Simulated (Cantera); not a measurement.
Input (Python, Cantera):

```python
import numpy as np
import cantera as ct

gas = ct.Solution("gri30.yaml")
gas.TPX = 1148, 13332, {'N2O': 1, 'H2O': 0.013}
reactor = ct.IdealGasConstPressureReactor(gas, energy="off", clone=False)
net = ct.ReactorNet([reactor])
net.rtol, net.atol = 1e-08, 1e-18
show = ['N2O', 'H2O', 'HO2', 'O', 'H', 'NO2', 'NO']
times = np.geomspace(4e-05, 10, 10)

steps = ct.SolutionArray(gas, extra=["t"])
rows = []
print(f"{'t/s':>10s}{'T/K':>9s}{'P/Pa':>11s}" + "".join(f"{s:>11s}" for s in show))
for t in times:
    while net.time < t:
        t_next = net.step()
        steps.append(gas.state, t=t_next)
    rows.append([np.interp(t, steps.t, y) for y in (steps.T, steps.P, *steps(*show).X.T)])
    print(f"{t:10.3e}{rows[-1][0]:9.1f}{rows[-1][1]:11.4g}" + "".join(f"{x:11.3e}" for x in rows[-1][2:]))
rate = np.gradient(steps.T, steps.t)
print("integrator steps:", len(steps.t))
if steps.T.max() > steps.T[0] + 200:
    print(f"time of steepest temperature rise: {steps.t[rate.argmax()]:.4e} s")
gas.TPX = 1148, 13332, {'N2O': 1, 'H2O': 0.013}
gas.equilibrate("TP")
print(f"equilibrium (TP): T = {gas.T:.1f} K  " + "  ".join(f"{s} {gas[s].X[0]:.3e}" for s in show))
```

Output:

```
       t/s      T/K       P/Pa        N2O        H2O        HO2          O          H        NO2         NO
 4.000e-05   1148.0  1.333e+04  9.872e-01  1.283e-02  1.476e-11  4.306e-07  1.286e-13  1.582e-15  3.032e-08
 1.592e-04   1148.0  1.333e+04  9.872e-01  1.283e-02  5.998e-10  7.768e-07  2.980e-12  1.508e-13  2.778e-07
 6.333e-04   1148.0  1.333e+04  9.871e-01  1.283e-02  1.414e-08  8.187e-07  1.731e-11  1.507e-11  1.487e-06
 2.520e-03   1148.0  1.333e+04  9.871e-01  1.283e-02  2.077e-07  8.182e-07  6.656e-11  3.171e-09  6.320e-06
 1.003e-02   1148.0  1.333e+04  9.867e-01  1.283e-02  1.431e-06  8.163e-07  1.972e-10  4.170e-07  2.511e-05
 3.989e-02   1148.0  1.333e+04  9.853e-01  1.282e-02  1.746e-06  8.128e-07  3.443e-10  1.128e-05  9.033e-05
 1.587e-01   1148.0  1.333e+04  9.799e-01  1.280e-02  9.986e-07  7.969e-07  3.900e-10  7.703e-05  3.225e-04
 6.316e-01   1148.0  1.333e+04  9.587e-01  1.271e-02  4.951e-07  7.584e-07  3.929e-10  2.349e-04  1.284e-03
 2.513e+00   1148.0  1.333e+04  8.806e-01  1.237e-02  1.737e-07  7.279e-07  4.152e-10  3.344e-04  5.142e-03
 1.000e+01   1148.0  1.333e+04  6.425e-01  1.135e-02  4.415e-08  7.030e-07  4.776e-10  2.911e-04  1.698e-02
integrator steps: 1099
equilibrium (TP): T = 1148.0 K  N2O 3.615e-09  H2O 8.592e-03  HO2 1.823e-09  O 1.258e-08  H 2.569e-12  NO2 1.494e-06  NO 1.491e-04
```

Computed with Cantera and GRI-Mech 3.0 (53 species, 325 reactions). GRI-Mech 3.0 was tuned for natural gas; its chemistry of N2O as a main component is partial and can be far from experiment. The mechanism lacks the step 2 NO + O2 → 2 NO2, which can matter for NO2 below about 1400 K. The temperature is held fixed by assumption; the heat of reaction is taken as removed at once.
